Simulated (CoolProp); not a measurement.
The fluid at 298.15 K and 0.531 MPa flows at 0.92 m/s in a round tube of 12.7 mm bore and 15 µm roughness, fully developed (64/Re and Nu = 3.66 if laminar; Colebrook and Gnielinski if turbulent). The same conditions are run with several fluids, on thermodynamics alone (safety and materials aside).

Model: reference Helmholtz-energy equation of state of each fluid (ammonia: Gao 2020; normal hydrogen: Leachman 2009; R507A: Lemmon 2003; C2F6 (R116): Lemmon 2006), in CoolProp. Blends and air are pseudo-pure fits.

Problem. Rank ammonia, normal hydrogen, R507A, C2F6 (R116) by Reynolds number, highest first.

Solution. C2F6 (R116) (25900), R507A (22100), ammonia (4540), normal hydrogen (565)

```
fluid            Darcy friction factor  pressure drop (Pa/m)  heat-transfer coefficient (W/(m² K))  mass flow (kg/h)
---------------  ---------------------  --------------------  ------------------------------------  ----------------
ammonia                         0.0397                  5.12                                  35.2              1.62
normal hydrogen                  0.113                  1.63                                  53.7             0.181
R507A                           0.0278                  21.6                                  73.6              9.78
C2F6 (R116)                     0.0270                  28.2                                  85.6              13.2
```

Transport values come from each fluid's own correlations; those of C2F6 (R116) are estimates that may be off by 10 % or more.
